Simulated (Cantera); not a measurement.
A closed system holds: 1 mol SiH4, 14 mol O2, 1.8 mol H2, held at 648.15 K and 18.0 Torr.

Method: chemical equilibrium by Gibbs-energy minimisation in Cantera with the NASA 1993 tables (ideal gas, pure condensed phases). Candidate condensed phases: H2O, Si, SiO2; 18 gas species. The numbers say what is thermodynamically allowed, not how fast it happens.

Base state: O2 0.745, H2O 0.255 (mole fractions); condensed: SiO2(α-quartz).

### Question
What changes in the equilibrium state with this change: O2 from 14 to 0.94 mol?

### Answer
```tsv
species	before	after
H2	<1e-9	1.00
O2	0.745	<1e-9
H2O	0.255	<1e-9
SiO2(α-quartz), mol	1.00	0.940
Si(s), mol	0	0.0600
```

### Question
What changes in the equilibrium state with this change: 0.035 mol Cl2 added?

### Answer
| species | before | after |
|---|---|---|
| O2 | 0.745 | 0.744 |
| H2O | 0.255 | 0.252 |
| HCl | 0 | 0.00437 |
| Cl2 | 0 | 0.000158 |
| SiO2(α-quartz), mol | 1.00 | 1.00 |
